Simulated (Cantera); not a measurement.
## Hydrogen reduction and annealing atmospheres: FeS + H2 + N2

A closed system holds: 1 mol FeS, 0.3 mol H2, 0.88 mol N2, at 13.3 mbar.

Equilibrium computed with Cantera from the NASA thermochemical tables; the gas is ideal and each condensed phase is pure. Candidate condensed phases: Fe, FeS, FeS2, S; 16 gas species. Metal and sulfide melt together well below either melting point, which pure phases cannot show. Mutual solubility and eutectic melting of coexisting phases are not modelled. FeS: taken at fixed stoichiometry. Gases not in the tables: S3 to S7. The numbers say what is thermodynamically allowed, not how fast it happens.

```csv
T (K),x N2,x H2,x S2,x H2S,x SH,x H,x Fe,n Fe(γ),n FeS(s),n FeS(l),n Fe(δ)
1225,0.746,0.253,5.15e-6,0.00123,4.85e-6,1.36e-6,8.46e-9,0.00147,0.999,0,0
1275,0.746,0.253,1.73e-5,0.00159,1.18e-5,3.21e-6,3.96e-8,0.00193,0.998,0,0
1325,0.746,0.252,5.30e-5,0.00201,2.70e-5,7.11e-6,1.65e-7,0.00253,0.997,0,0
1375,0.746,0.252,0.000149,0.00249,5.77e-5,1.49e-5,6.16e-7,0.00336,0.997,0,0
1425,0.745,0.251,0.000387,0.00304,0.000117,2.96e-5,2.10e-6,0.00464,0.995,0,0
1475,0.745,0.250,0.000900,0.00356,0.000220,5.62e-5,6.55e-6,0.00660,0,0.993,0
1525,0.744,0.250,0.00173,0.00387,0.000372,0.000102,1.90e-5,0.00912,0,0.991,0
1575,0.743,0.249,0.00320,0.00418,0.000607,0.000179,5.12e-5,0.0132,0,0.987,0
1625,0.741,0.247,0.00569,0.00448,0.000960,0.000304,0.000130,0.0199,0,0.980,0
1675,0.737,0.246,0.00975,0.00476,0.00148,0.000498,0.000311,0,0,0.969,0.0306
```
x: gas mole fraction; n: condensed amount in mol.

From 1225 K to 1425 K the condensed part is Fe(γ) + FeS(s). From 1475 K to 1625 K the condensed part is Fe(γ) + FeS(l). At 1675 K the condensed part is Fe(δ) + FeS(l).
